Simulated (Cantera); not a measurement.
Stirred combustor or abatement burner

A perfectly stirred reactor is fed with CO : H2 : CH4 : O2 : N2 = 1 : 0.46 : 1.2 : 2.61 : 9.81 (molar parts), equivalence ratio 1.2, at 1000000 Pa; it is adiabatic with a 325 K inlet, and is followed from long to short residence time, starting on the burning branch (τ in s: 0.31, 0.1, 0.033, 0.011, 0.0036, 0.0012, 0.00038, 0.00013, 4.1e-05, 1.4e-05).

Model: GRI-Mech 3.0 (53 species, 325 reactions), integrated in Cantera.

```csv
τ (s),T (K),x CO,x H2,x CH4,x NO,x HCO
0.31,2249,0.0525,0.0177,2.72e-6,0.000145,3.82e-8
0.10,2248,0.0526,0.0177,7.14e-6,0.000159,4.37e-8
0.033,2246,0.0526,0.0177,1.57e-5,0.000184,5.78e-8
0.011,2242,0.0528,0.0177,2.91e-5,0.000219,9.14e-8
0.0036,2235,0.0531,0.0178,4.83e-5,0.000257,1.75e-7
0.0012,2222,0.0538,0.0180,7.79e-5,0.000285,3.79e-7
0.00038,2199,0.0552,0.0184,0.000138,0.000287,9.40e-7
0.00013,2162,0.0579,0.0190,0.000267,0.000248,2.33e-6
4.1e-5,2089,0.0641,0.0199,0.000706,0.000154,6.55e-6
1.4e-5,325,0.0663,0.0305,0.0796,<1e-12,<1e-12
```
x: mole fraction; the columns are a selection and need not sum to one.
